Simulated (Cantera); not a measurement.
Input: 1 mol Fe, 0.0061 mol H₂S, 130 mol N₂, equilibrated at 650 °C and 0.100 bar.

Cantera equilibrium calculation (NASA polynomials, part measured and part estimated; ideal gas, pure solids and liquids). Candidate condensed phases: Fe, FeS, FeS₂, S; 16 gas species. FeS: taken at fixed stoichiometry. Kinetics and transport are ignored.

Base state: N₂ 1.000, H₂ 4.69e-5 (mole fractions); condensed: Fe(α) + FeS(s).

**Question.** What changes in the equilibrium state with this change: H₂S from 0.0061 to 4.4 mol?

**Answer.** 
| species | before | after |
|---|---|---|
| N₂ | 1.000 | 0.967 |
| H₂S | 2.68e-8 | 0.0239 |
| H₂ | 4.69e-5 | 0.00877 |
| S₂ | <1e-9 | 0.000669 |
| Fe(α), mol | 0.994 | 0 |
| FeS(s), mol | 0.00610 | 1.00 |
Gases not in the tables: S₃ to S₇.

**Question.** What changes in the equilibrium state with this change: H₂S from 0.0061 to 0.37 mol?

**Answer.** 
| species | before | after |
|---|---|---|
| N₂ | 1.000 | 0.997 |
| H₂ | 4.69e-5 | 0.00284 |
| Fe(α), mol | 0.994 | 0.630 |
| FeS(s), mol | 0.00610 | 0.370 |
